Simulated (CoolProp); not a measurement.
Chloromethane (R40) at 418.3 K and 13.1 MPa is throttled through a valve to 1.53 MPa with no heat exchange. Each further row changes one setting.

The numbers come from the reference Helmholtz-energy equation of state, Thol 2014 in CoolProp.

```tsv
case	temperature change (K)	final phase	final density (kg/m³)
as stated	-82.0	two-phase, vapour fraction 0.472	70.1
outlet pressure 0.459 MPa	-127.8	two-phase, vapour fraction 0.596	17.6
outlet pressure 1.99 MPa	-70.0	two-phase, vapour fraction 0.431	98.4
```
